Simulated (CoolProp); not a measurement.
Properties of R365MFC along the isobar 2.04 bar.

Values from CoolProp's reference Helmholtz-energy equation of state, Lemmon 2016.

```tsv
T (K)	phase	density (kg/m³)	cp (kJ/(kg K))	expansivity (1/kK)	fugacity coefficient
287.3	liquid	1280	1.356	1.629	0.1735
304.4	liquid	1244	1.389	1.745	0.3460
321.5	liquid	1206	1.426	1.895	0.6276
338.6	gas	11.55	1.111	3.921	0.9347
355.7	gas	10.84	1.132	3.516	0.9458
372.7	gas	10.24	1.153	3.208	0.9544
389.8	gas	9.714	1.175	2.964	0.9611
406.9	gas	9.250	1.197	2.767	0.9664
424	gas	8.835	1.219	2.605	0.9706
```
